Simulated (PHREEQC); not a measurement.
# Brine

Solution (25 °C): 1.4 mol NaOH, 0.0027 mol Na2B4O7 and 0.2 mol KBr per kg of water. Closed to the air; pH follows from the charge balance.

Model: Pitzer model, pitzer.dat, run in PHREEQC.

No solid was allowed to form.

Question: Predict the pH, activity of water, density.

Answer: pH 14.01; activity of water 0.945; density 1.072 g/cm³.

Complexes and solids missing from the database can't appear. In brines, pH and single-ion activities rest on the MacInnes convention.
